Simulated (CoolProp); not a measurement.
Hydrogen chloride along the isotherm 301.4 K: Z from the reference equation and from simpler models built on Tc = 324.7 K, pc = 8.314 MPa, ω = 0.130; each cubic takes its own stable root.

The numbers come from the reference Helmholtz-energy equation of state, Thol 2018 in CoolProp.

```tsv
p (MPa)	phase	reference
2.6	gas	0.8336
5.2	liquid	0.09559
7.79	liquid	0.1376
10.4	liquid	0.1786
13	liquid	0.2185
15.6	liquid	0.2575
18.2	liquid	0.2957
20.8	liquid	0.3334
```

Q: How far does each simpler model (van der Waals, Soave-Redlich-Kwong) lie from the reference over these 8 states: mean and median of the absolute difference, and the worst?

A: 
- van der Waals: mean 123.3 %, median 57.2 %, worst +631.1 % at 301.4 K and 5.2 MPa
- Soave-Redlich-Kwong: mean 18.2 %, median 19.3 %, worst +25.5 % at 301.4 K and 5.2 MPa

At some of these states van der Waals gives the other phase, because its saturation line lies elsewhere.
